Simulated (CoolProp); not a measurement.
Vapour-liquid equilibrium of carbon dioxide (1) + n-perfluorobutane (2) at -26.95 °C; x and y are mole fractions of (1).

Values from CoolProp's multi-fluid Helmholtz-energy mixture model, Span 1996 and Gao 2022; pair parameters Bell 2016.

```csv
x,"bubble pressure, mixture model (kPa)","bubble pressure, Raoult's law (kPa)","y, mixture model","y, Raoult's law"
0.05,139.1,110.1,0.766,0.717
0.15,383.0,264.8,0.917,0.895
0.25,618.3,419.5,0.949,0.941
0.35,807.1,574.2,0.962,0.963
0.45,943.5,728.9,0.969,0.975
0.55,1043,883.6,0.973,0.983
0.65,1129,1038,0.977,0.989
0.75,1223,1193,0.981,0.993
0.85,1341,1348,0.987,0.996
0.95,1492,1502,0.995,0.999
```

The largest gap from Raoult's law is +47.4 % in bubble pressure, at x = 0.25. No azeotrope shows between x = 0.05 and 0.95.

Pair parameters are fitted to limited data, so mixtures are less certain than the pure fluids. The gap from Raoult's law changes sign with composition, which may be real or a fault of the pair parameters; it wasn't checked against measurements.
